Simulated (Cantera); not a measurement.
Feed: 1 mol Si, 0.0018 mol O2, 1.3 mol H2, equilibrated at 1600 °C and 320000 Pa.

These are equilibrium values from Cantera (NASA tables, ideal gas, pure condensed phases), not measurements of a reactor. Candidate condensed phases: H2O, Si, SiO2; 18 gas species. Gases not in the tables: Si2H6 and higher silanes. Kinetics and transport are ignored.

Base state: H2 0.997, SiO 0.00275, H 0.000360, SiH2 4.89e-5 (mole fractions); condensed: Si(l).

**Question.** What changes in the equilibrium state with this change: Si replaced by SiC?

**Answer.** 
```
species       before     after
-----------  -------  --------
H2             0.997     0.997
SiO          0.00275   0.00144
CO                 0   0.00131
CH4                0  0.000152
SiH2         4.89e-5   2.07e-5
H2O          8.64e-6   1.07e-5
Si(l), mol     0.996         0
SiC(s), mol        0     0.998
```
Further candidate phases: C, C6H6, C7H8, C8H18, SiC.
